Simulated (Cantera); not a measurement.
Mixture: 13.8 % CO, 0.471 % H2, 1.38 % CH4, 17.7 % O2, 66.6 % N2, equivalence ratio 0.56, at 7500 Torr, adiabatic and at constant pressure. Ignition delay is the time to a rise of 400 K.

Computed with Cantera and GRI-Mech 3.0 (53 species, 325 reactions).

### Question
Predict: delay at 1100 K; delay at 1200 K; delay at 1300 K; delay at 1400 K; delay at 1500 K; delay at 1600 K; delay at 1700 K; apparent activation energy between 1500 and 1700 K.

### Answer
delay at 1100 K: 1.11 ms
delay at 1200 K: 0.266 ms
delay at 1300 K: 94.2 µs
delay at 1400 K: 42.4 µs
delay at 1500 K: 22.8 µs
delay at 1600 K: 14.1 µs
delay at 1700 K: 9.72 µs
apparent activation energy between 1500 and 1700 K: 90 kJ/mol
